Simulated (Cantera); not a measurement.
A closed system holds: 1 mol (CH3)2SiCl2, 0.025 mol C2H4, 2.5 mol H2, equilibrated at 0.133 bar.

Equilibrium computed with Cantera from the NASA thermochemical tables; the gas is ideal and each condensed phase is pure. Candidate condensed phases: C, C6H6, C7H8, C8H18, Si, SiC; 109 gas species. The feed counts by its element totals alone. The tables' values for SiCl3, SiCl are old estimates; treat these amounts as uncertain. Equilibrium is a limit: real reactors are often held back by kinetics, nucleation or transport. All values below are at 2048 K.

Base state: H2 0.706, HCl 0.271, SiCl2 0.0154, H 0.00515, Cl 0.00146, C2H2 (acetylene) 0.000740, SiCl3 0.000353, SiCl 0.000103 (mole fractions); condensed: C(graphite) + SiC(s).

What changes in the equilibrium state with this change: (CH3)2SiCl2 replaced by Si(CH3)4?


| species | before | after |
|---|---|---|
| H2 | 0.706 | 0.993 |
| H | 0.00515 | 0.00611 |
| C2H2 (acetylene) | 0.000740 | 0.00104 |
| HCl | 0.271 | 0 |
| SiCl2 | 0.0154 | 0 |
| Si | 3.70e-5 | 3.70e-5 |
| Cl | 0.00146 | 0 |
| SiCl3 | 0.000353 | 0 |
| SiCl | 0.000103 | 0 |
| CH4 | 2.49e-5 | 4.93e-5 |
| C(graphite), mol | 1.14 | 3.03 |
| SiC(s), mol | 0.896 | 0.999 |
